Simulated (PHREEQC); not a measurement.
# Polishing slurry liquid

Solution (25 °C): 0.13 mol/kgw H2SO4, 2e-05 mol/kgw H4SiO4 and 0.00021 mol/kgw CuSO4. Closed to the air; pH follows from the charge balance.

All values are PHREEQC results (ion-association model, phreeqc.dat), not measurements.

Each row changes one thing in this solution. No solid was allowed to form.

```tsv
case	pH	ionic strength (mol/kgw)	HSO4- (mol/kgw)	SO4-2 (mol/kgw)
as made	0.91	0.175	0.108	0.0223
temperature from 25 to 85 °C	0.97	0.143	0.124	0.00634
H4SiO4 left out	0.91	0.175	0.108	0.0223
temperature from 25 to 30 °C	0.92	0.171	0.110	0.0205
H2SO4 from 0.13 to 0.65 mol/kgw	0.28	0.752	0.599	0.0509
H4SiO4 from 2e-05 to 3e-05 mol/kgw	0.91	0.175	0.108	0.0223
H4SiO4 replaced by H2SiF6 at the same molality	0.91	0.175	0.108	0.0223
CuSO4 replaced by CdSO4 at the same molality	0.91	0.175	0.108	0.0222
CuSO4 from 0.00021 to 0.000231 mol/kgw	0.91	0.175	0.108	0.0223
```

The ionic strength passes 0.7 mol/kgw, the rough limit of the ion-association models, in H2SO4 from 0.13 to 0.65 mol/kgw. At this temperature some constants are extrapolated from 25 °C, and those without enthalpy data are left unchanged. SiF6-2 is the database's only silicon fluoride.
